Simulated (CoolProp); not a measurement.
Vapour pressure (MPa) of ammonia: the reference equation beside estimates from Tc = 405.6 K, pc = 11.36 MPa, ω = 0.256. Clausius-Clapeyron is anchored at 257.3 K with a constant enthalpy of vaporisation of 22.40 kJ/mol.

Model: reference Helmholtz-energy equation of state, Gao 2020, in CoolProp.

| T (K) | reference | Lee-Kesler | Clausius-Clapeyron | van der Waals | Redlich-Kwong | Peng-Robinson |
|---|---|---|---|---|---|---|
| 257.3 | 0.2277 | 0.2226 | 0.2277 | 1.352 | 0.4084 | 0.2259 |
| 266.8 | 0.3364 | (withheld) | 0.3306 | 1.647 | 0.5750 | 0.3342 |
| 276.3 | 0.4822 | 0.4798 | 0.4679 | 1.981 | 0.7871 | 0.4798 |
| 285.8 | 0.6730 | 0.6738 | 0.6470 | 2.357 | 1.051 | 0.6706 |
| 295.2 | (withheld) | 0.9195 | 0.8735 | 2.772 | 1.370 | 0.9125 |
| 304.7 | 1.221 | 1.231 | 1.161 | 3.237 | (withheld) | 1.220 |
| 314.2 | 1.600 | 1.615 | 1.517 | 3.749 | 2.214 | 1.601 |
| 323.7 | (withheld) | 2.082 | 1.951 | 4.310 | 2.749 | 2.065 |

What belongs in the gaps?


- 266.8, Lee-Kesler: 0.3321
- 295.2, reference: 0.9146
- 304.7, Redlich-Kwong: 1.757
- 323.7, reference: 2.062

Absolute difference from the reference over all 8 rows, mean and median: Lee-Kesler 0.9 and 0.9 %, Clausius-Clapeyron 3.6 and 4.2 %, van der Waals 257.0 and 226.7 %, Redlich-Kwong 54.4 and 53.0 %, Peng-Robinson 0.4 and 0.3 %.
